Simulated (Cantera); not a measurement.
What does this Cantera script print?

```python
import numpy as np
import cantera as ct

gas_names = """
    C CH CH2 CH3 CH2OH CH3O CH4 CH3OH CO CO2 COOH C2 C2H CHCO,ketyl C2H2,acetylene C2H2,vinylidene
    CH2CO,ketene C2H3,vinyl CH3CO,acetyl C2H4 C2H4O,ethylen CH3CHO,ethanal CH3COOH (HCOOH)2 C2H5 C2H6
    CH3OCH3 C2H5OH C2O C3 C3H3,propargyl C3H4,allene C3H4,propyne C3H4,cyclo- C3H5,allyl C3H6,propylene
    C3H6,cyclo- C3H6O C3H7,n-propyl C3H7,i-propyl C3H8 C3H8O,1propanol C3H8O,2propanol C3O2 C4 C4H2
    C4H4,1,3-cyclo- C4H6,butadiene C4H6,2-butyne C4H6,cyclo- C4H8,1-butene C4H8,cis2-buten
    C4H8,tr2-butene C4H8,isobutene C4H8,cyclo- (CH3COOH)2 C4H9,n-butyl C4H9,i-butyl C4H9,s-butyl
    C4H9,t-butyl C4H10,isobutane C4H10,n-butane C5 C5H6,1,3cyclo- C5H8,cyclo- C5H10,1-pentene
    C5H10,cyclo- C5H11,pentyl C5H11,t-pentyl C5H12,n-pentane C5H12,i-pentane CH3C(CH3)2CH3 C6H2
    C6H5,phenyl C6H5O,phenoxy C6H6 C6H5OH,phenol C6H10,cyclo- C6H12,1-hexene C6H12,cyclo- C6H13,n-hexyl
    C7H7,benzyl C7H8 C7H8O,cresol C7H14,1-heptene C7H15,n-heptyl C7H16,n-heptane C8H8,styrene
    C8H10,ethylbenz C8H16,1-octene C8H17,n-octyl C8H18,isooctane C8H18,n-octane C9H19,n-nonyl
    C10H8,naphthale C10H21,n-decyl C12H9,o-bipheny C12H10,bipheny H HCO HO2 H2 HCHO,formaldehy HCOOH H2O
    H2O2 O OH O2 O3 Si SiC SiC2 SiC4H12 SiH SiH2 SiH3 SiH4 SiO SiO2 Si2 Si2C Si3
""".split()
cond_names = """
    C(gr) C6H6(L) C7H8(L) C8H18(L),n-octa H2O(s) H2O(L) Si(cr) Si(L) SiC(b) SiO2(Lqz) SiO2(hqz) SiO2(L)
""".split()


def load(file, names, dense=False):
    # The tables refer to 1 bar. Condensed volumes are neglected.
    table = {s.name: s for s in ct.Species.list_from_file(file)}
    out = []
    for n in names:
        d = dict(table[n].input_data)
        d["thermo"] = dict(d["thermo"], **{"reference-pressure": 1e5})
        if dense:
            d["equation-of-state"] = {"model": "constant-volume", "density": "1e6 g/cm^3"}
        out.append(ct.Species.from_dict(d))
    return out


gas = ct.Solution(thermo="ideal-gas", species=load("nasa_gas.yaml", gas_names))
cond = {s.name: ct.Solution(thermo="fixed-stoichiometry", species=[s], name=s.name)
        for s in load("nasa_condensed.yaml", cond_names, dense=True)}
atoms = {
    'SiC': {'Si': 1, 'C': 1},
    'H2O': {'H': 2, 'O': 1},
    'H2': {'H': 2},
}
top_T = {'C(gr)': 4500, 'SiC(b)': 3050}  # K; cautious upper limits of use, not melting points


def equilibrate(T, P, feed):
    n = {}
    for name, mol in feed.items():
        for a, k in atoms[name].items():
            n[a] = n.get(a, 0.0) + k * mol
    gas.TPX = T, P, n
    mass = sum(n.values()) * gas.mean_molecular_weight
    gas.equilibrate("TP")
    valid = [c for c in cond.values() if c.min_temp <= T <= top_T.get(c.name, c.max_temp)]
    mix = ct.Mixture([(gas, mass / gas.mean_molecular_weight)] + [(c, 0.0) for c in valid])
    mix.T, mix.P = T, P
    mix.equilibrate("TP", solver="vcs", rtol=1e-11, max_steps=5000)
    return mix


results = []
feed = {'SiC': 1, 'H2O': 0.0058, 'H2': 580}  # mol
T = 1573  # K
P = 130000  # Pa
mix = equilibrate(T, P, feed)
results.append((T, P, feed, dict(zip(mix.species_names, mix.species_moles))))
x = sorted(zip(gas.X, gas.species_names), reverse=True)
print(f"T = {T:g} K  P = {P:g} Pa  gas = {mix.phase_moles(0):.4g} mol")
print("   x: " + "  ".join(f"{s} {v:.3e}" for v, s in x if v > 0.001))
print("   condensed (mol): " + ("  ".join(f"{mix.phase(i).name} {mix.phase_moles(i):.4g}"
      for i in range(1, mix.n_phases) if mix.phase_moles(i) > 1e-12) or "none"))
```

It prints:

```
T = 1573 K  P = 130000 Pa  gas = 580 mol
   x: H2 9.999e-01
   condensed (mol): Si(cr) 0.004776  SiC(b) 0.9866
```

Equilibrium computed with Cantera from the NASA thermochemical tables; the gas is ideal and each condensed phase is pure. Mutual solubility and eutectic melting of coexisting phases are not modelled.
